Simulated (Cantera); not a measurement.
Feed: 1 mol SiHCl3, 0.16 mol Cl2, 97 mol H2, at 675 °C.

Cantera equilibrium calculation (NASA polynomials, part measured and part estimated; ideal gas, pure solids and liquids). Candidate condensed phases: Si; 19 gas species. The tables' values for SiCl3 are old estimates; treat these amounts as uncertain. Equilibrium is a limit: real reactors are often held back by kinetics, nucleation or transport.

Task: At 0.160 bar, list the 5 most abundant gas species with their mole fractions, and the condensed phases.

Result: H2 0.986, HCl 0.00541, SiCl4 0.00425, SiHCl3 0.00348, SiH2Cl2 0.000289. Condensed: Si(s).
